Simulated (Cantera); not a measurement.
A Cantera script and its output.

```python
import numpy as np
import cantera as ct

gas = ct.Solution("gri30.yaml")
gas.TPX = 1600, 2666, {'CH4': 1, 'N2': 10}
reactor = ct.IdealGasConstPressureReactor(gas, energy="off", clone=False)
net = ct.ReactorNet([reactor])
net.rtol, net.atol = 1e-08, 1e-18
show = ['CH4', 'HCN', 'CH2', 'C2H4', 'C2H6', 'CH3']
times = np.geomspace(1e-05, 2, 10)

steps = ct.SolutionArray(gas, extra=["t"])
rows = []
print(f"{'t/s':>10s}{'T/K':>9s}{'P/Pa':>11s}" + "".join(f"{s:>11s}" for s in show))
for t in times:
    while net.time < t:
        t_next = net.step()
        steps.append(gas.state, t=t_next)
    rows.append([np.interp(t, steps.t, y) for y in (steps.T, steps.P, *steps(*show).X.T)])
    print(f"{t:10.3e}{rows[-1][0]:9.1f}{rows[-1][1]:11.4g}" + "".join(f"{x:11.3e}" for x in rows[-1][2:]))
rate = np.gradient(steps.T, steps.t)
print("integrator steps:", len(steps.t))
if steps.T.max() > steps.T[0] + 200:
    print(f"time of steepest temperature rise: {steps.t[rate.argmax()]:.4e} s")
gas.TPX = 1600, 2666, {'CH4': 1, 'N2': 10}
gas.equilibrate("TP")
print(f"equilibrium (TP): T = {gas.T:.1f} K  " + "  ".join(f"{s} {gas[s].X[0]:.3e}" for s in show))
```

It prints:

```
       t/s      T/K       P/Pa        CH4        HCN        CH2       C2H4       C2H6        CH3
 1.000e-05   1600.0       2666  9.091e-02  1.170e-19  3.348e-15  3.154e-16  6.028e-16  7.252e-08
 3.882e-05   1600.0       2666  9.091e-02  2.553e-18  1.420e-13  4.164e-14  5.712e-14  3.638e-07
 1.507e-04   1600.0       2666  9.091e-02  4.906e-17  2.582e-12  7.835e-12  4.843e-12  1.649e-06
 5.848e-04   1600.0       2666  9.090e-02  8.221e-16  2.960e-11  7.526e-10  3.089e-10  6.670e-06
 2.270e-03   1600.0       2666  9.088e-02  1.523e-14  3.726e-10  5.046e-08  1.623e-08  2.612e-05
 8.811e-03   1600.0       2666  9.080e-02  4.119e-13  5.058e-09  2.981e-06  6.031e-07  1.005e-04
 3.420e-02   1600.0       2666  9.016e-02  1.915e-11  6.106e-08  1.530e-04  1.208e-05  3.652e-04
 1.327e-01   1600.0       2666  7.877e-02  5.230e-09  3.279e-07  3.019e-03  6.796e-05  8.361e-04
 5.153e-01   1600.0       2666  4.329e-02  1.129e-07  2.090e-07  9.077e-04  1.977e-05  4.728e-04
 2.000e+00   1600.0       2666  1.423e-02  5.471e-07  1.054e-07  1.001e-04  2.685e-06  1.857e-04
integrator steps: 967
equilibrium (TP): T = 1600.0 K  CH4 4.227e-05  HCN 5.613e-02  CH2 7.206e-10  C2H4 4.989e-06  C2H6 7.023e-11  CH3 8.143e-07
```

Cantera simulation using GRI-Mech 3.0 (53 species, 325 reactions); the numbers are that mechanism's predictions, not measurements. GRI-Mech 3.0 stops at C3 and has no aromatics, soot or wall deposition, so with more carbon than oxygen in the feed, carbon stays in small species such as C2H2 where larger ones or solid carbon would form. Radical loss at walls, strong at low pressure, is not modelled.
